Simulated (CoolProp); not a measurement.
Saturation properties of propylene glycol.

Computed with CoolProp (reference Helmholtz-energy equation of state, Eisenbach 2021).

| T (K) | p (MPa) | vapour density (kg/m³) | enthalpy of vaporisation (kJ/kg) | liquid cp (kJ/(kg K)) |
|---|---|---|---|---|
| 425.1 | 0.02961 | 0.6427 | 736.9 | 3.184 |
| 449.4 | 0.06958 | 1.439 | 712.0 | 3.312 |
| 473.8 | ___ | 2.925 | 686.0 | 3.443 |
| 498.2 | ___ | 5.487 | 658.0 | 3.578 |
| 522.5 | 0.5135 | 9.637 | 627.4 | ___ |
| 546.9 | 0.8705 | 16.15 | 592.9 | 3.884 |
| 571.2 | 1.400 | ___ | ___ | ___ |
| 595.6 | 2.165 | 41.18 | 505.0 | 4.337 |

Task: Complete the blanks.

Result: 
- 473.8, p (MPa): 0.1474
- 498.2, p (MPa): 0.2857
- 522.5, liquid cp (kJ/(kg K)): 3.722
- 571.2, vapour density (kg/m³): 26.05
- 571.2, enthalpy of vaporisation (kJ/kg): 553.0
- 571.2, liquid cp (kJ/(kg K)): 4.077

It boils at 461.2 K under 1 atm.
